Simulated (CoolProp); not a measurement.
Saturation properties of the fluoroketone C6F12O (FK-5-1-12) (Tc = 441.8 K, pc = 1869 kPa, ω = 0.471).

Values from CoolProp's reference Helmholtz-energy equation of state, McLinden 2015.

| T (K) | p (kPa) | liquid density (kg/m³) | vapour density (kg/m³) | enthalpy of vaporisation (kJ/kg) |
|---|---|---|---|---|
| 321.7 | 99.57 | 1529 | 12.57 | 88.10 |
| 327.5 | 121.3 | 1510 | 15.20 | 86.35 |
| 333.4 | 147.1 | 1490 | 18.31 | 84.52 |
| 339.2 | 176.4 | 1470 | 21.85 | 82.67 |
| 345 | 209.9 | 1449 | 25.92 | 80.76 |
| 350.9 | 248.9 | 1427 | 30.69 | 78.75 |
| 356.7 | 292.3 | 1405 | 36.06 | 76.70 |
| 362.5 | 341.3 | 1383 | 42.20 | 74.56 |
| 368.4 | 397.3 | 1359 | 49.34 | 72.29 |
| 374.2 | 458.9 | 1334 | 57.38 | 69.95 |
| 380 | 527.5 | 1309 | 66.57 | 67.48 |
| 385.9 | 605.0 | 1281 | 77.30 | 64.82 |

It boils at 322.2 K under 1 atm.
